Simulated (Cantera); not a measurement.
Input (Python, Cantera) and output of one run.

```python
import numpy as np
import cantera as ct

gas_names = """
    H HO2 H2 H2O H2O2 O OH O2 O3 P PH PH3 PO PO2 P2 P4 P4O10
""".split()
cond_names = """
    H2O(s) H2O(L) P(cr) P(L) P4O10(s)
""".split()


# ... load() reads the species with a 1 bar reference pressure and builds the phases ...
atoms = {
    'PH3': {'P': 1, 'H': 3},
    'O2': {'O': 2},
    'H2': {'H': 2},
}
top_T = {'P4O10(s)': 690}  # K; cautious upper limits of use, not melting points


# ... equilibrate(T, P, feed) seeds the gas with the atoms and calls Mixture.equilibrate('TP', solver="vcs", rtol=1e-11, max_steps=5000) ...
results = []
feed = {'PH3': 1, 'O2': 0.026, 'H2': 0.21}  # mol
P = 32000  # Pa
for T in [2473, 2548, 2623, 2698, 2773, 2848, 2923, 2998]:
    mix = equilibrate(T, P, feed)
    results.append((T, P, feed, dict(zip(mix.species_names, mix.species_moles))))

top = {s: max(r[3][s] / sum(r[3][g] for g in gas_names) for r in results) for s in gas_names}
cols = sorted((s for s in top if top[s] > 0.0001), key=lambda s: -top[s])[:8]
seen = [c for c in cond_names if any(r[3].get(c, 0) > 1e-12 for r in results)]
print("log10 of partial pressures in bar; condensed amounts in mol")
print(f"{'T/K':>10s}" + "".join(f"{s[:9]:>10s}" for s in cols + seen))
for T, P, feed, n in results:
    ng = sum(n[g] for g in gas_names)
    print(f"{T:10.4g}" + "".join(f"{np.log10(max(n[s] / ng * P / 1e5, 1e-99)):10.3f}" for s in cols)
          + "".join(f"{n.get(c, 0):10.4g}" for c in seen))
```

It prints:

```
log10 of partial pressures in bar; condensed amounts in mol
       T/K        H2         H        P2         P        PO       H2O        PH        OH
      2473    -0.632    -1.968    -1.178    -2.726    -2.261    -2.762    -3.307    -4.794
      2548    -0.639    -1.829    -1.185    -2.575    -2.243    -2.840    -3.211    -4.690
      2623    -0.649    -1.700    -1.195    -2.432    -2.230    -2.920    -3.124    -4.596
      2698    -0.661    -1.579    -1.206    -2.299    -2.221    -3.001    -3.044    -4.512
      2773    -0.676    -1.467    -1.221    -2.175    -2.217    -3.083    -2.973    -4.436
      2848    -0.695    -1.362    -1.238    -2.059    -2.216    -3.167    -2.909    -4.367
      2923    -0.718    -1.266    -1.260    -1.951    -2.219    -3.252    -2.853    -4.306
      2998    -0.746    -1.177    -1.286    -1.852    -2.225    -3.340    -2.806    -4.251
```

These are equilibrium values from Cantera (NASA tables, ideal gas, pure condensed phases), not measurements of a reactor. Gases not in the tables: HPO2, HPO3 and P4O6.
